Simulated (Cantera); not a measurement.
**Ammonia decomposition in nitride growth gas**

An isothermal, constant-pressure homogeneous reactor starts with NH3 : H2 = 1 : 0.49 (molar parts), at 1900 K and 0.0138 atm.

Computed with Cantera and the gas-phase N/H chemistry of the illustrative SiF4/NH3 mechanism in the Surface Chemkin manual (1991). Walls and surfaces, which speed up NH3 decomposition in real reactors, are not modelled.

| t (s) | x NH3 | x H2 | x N2H2 | x N2 | x NH2 |
|---|---|---|---|---|---|
| 3.00e-5 | 0.671 | 0.329 | <1e-12 | <1e-12 | 1.51e-6 |
| 9.17e-5 | 0.671 | 0.329 | 2.54e-11 | <1e-12 | 4.83e-6 |
| 0.000280 | 0.671 | 0.329 | 5.39e-10 | 1.71e-10 | 1.50e-5 |
| 0.000857 | 0.671 | 0.329 | 8.09e-9 | 1.52e-8 | 4.60e-5 |
| 0.00262 | 0.671 | 0.329 | 1.01e-7 | 7.73e-7 | 0.000140 |
| 0.00801 | 0.670 | 0.329 | 1.24e-6 | 3.29e-5 | 0.000412 |
| 0.0245 | 0.667 | 0.331 | 5.77e-6 | 0.000804 | 0.000780 |
| 0.0749 | 0.655 | 0.340 | 6.03e-6 | 0.00449 | 0.000793 |
| 0.229 | 0.619 | 0.365 | 5.53e-6 | 0.0152 | 0.000763 |
| 0.700 | 0.525 | 0.431 | 4.32e-6 | 0.0434 | 0.000681 |
| 2.14 | 0.337 | 0.563 | 2.31e-6 | 0.0998 | 0.000501 |
| 6.54 | 0.118 | 0.716 | 5.82e-7 | 0.165 | 0.000240 |
| 20.0 | 0.0115 | 0.790 | 3.61e-8 | 0.197 | 4.84e-5 |
x: mole fraction; the columns are a selection and need not sum to one.

Equilibrium at this temperature and pressure: NH3 1.06e-7, H2 0.794, N2H2 <1e-12, N2 0.200, NH2 2.24e-9 (gas phase only).
